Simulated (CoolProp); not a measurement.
Vapour-liquid equilibrium of n-hexane (1) + m-xylene (2) at 59.8 kPa; x and y are mole fractions of (1).

Computed with CoolProp (multi-fluid Helmholtz-energy mixture model, Thol 2019 and Zhou 2012; pair parameters Bell 2016).

Give the bubble temperature and the first vapour's composition at x = 0.275, 0.575, 0.95. Is there an azeotrope?

x = 0.275: 81.4 °C, y = 0.804; x = 0.575: 63.8 °C, y = 0.939; x = 0.95: 54.0 °C, y = 0.992. No azeotrope shows between x = 0.05 and 0.95.

Pair parameters are fitted to limited data, so mixtures are less certain than the pure fluids.
